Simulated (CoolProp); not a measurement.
Vapour-liquid equilibrium of cyclohexane (1) + n-heptane (2) at 0.373 MPa; x and y are mole fractions of (1).

Computed with CoolProp (multi-fluid Helmholtz-energy mixture model, Zhou 2014 and Span 2003; pair parameters Bell 2016).

Problem. Give the bubble temperature and the first vapour's composition at x = 0.05, 0.65, 0.875. Is there an azeotrope?

Solution. x = 0.05: 148.8 °C, y = 0.070; x = 0.65: 136.9 °C, y = 0.727; x = 0.875: 133.2 °C, y = 0.909. No azeotrope shows between x = 0.05 and 0.95.

Pair parameters are fitted to limited data, so mixtures are less certain than the pure fluids.
